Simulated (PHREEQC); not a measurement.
Solution (25 °C): 0.0155 mol H3PO4, 8.5e-07 mol CaSO4 and 1.75e-05 mol NH4HF2 per kg of water. Closed to the air; pH follows from the charge balance.

Equilibrium calculation in PHREEQC: ion-association model, phreeqc.dat.

This is a speciation only: nothing precipitates in the calculation.

Predict the pH, ionic strength, specific conductance.

pH 2.14; ionic strength 0.00787 mol/kgw; specific conductance 2810 µS/cm.

In which forms is Ca present?

Ca+2 88 %, CaH2PO4+ 12 % of the Ca.
